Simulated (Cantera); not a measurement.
Input: 1 mol CH3SiH3, 310 mol H2, equilibrated at 2173.15 K and 21.0 mbar.

Cantera equilibrium calculation (NASA polynomials, part measured and part estimated; ideal gas, pure solids and liquids). Candidate condensed phases: C, C6H6, C7H8, C8H18, Si, SiC; 87 gas species. The feed counts by its element totals alone. Gases not in the tables: Si2H6 and higher silanes. Equilibrium is a limit: real reactors are often held back by kinetics, nucleation or transport.

Base state: H2 0.964, H 0.0327, Si 0.00190, C2H2 (acetylene) 0.00104, SiH 0.000126, Si2C 0.000102, SiC2 8.08e-5, SiH2 3.57e-5 (mole fractions); condensed: SiC(s).

### Question
What changes in the equilibrium state with this change: pressure from 21.0 mbar to 0.133 bar?

### Answer
| species | before | after |
|---|---|---|
| H2 | 0.964 | 0.986 |
| H | 0.0327 | 0.0131 |
| Si | 0.00190 | 0.000528 |
| SiC2 | 8.08e-5 | 7.23e-6 |
| CH4 | 3.81e-6 | 1.44e-5 |
| Si2C | 0.000102 | 2.82e-5 |
| C2H2 (acetylene) | 0.00104 | 0.000344 |
| SiH2 | 3.57e-5 | 6.43e-5 |
| SiC(s), mol | 0.248 | 0.764 |
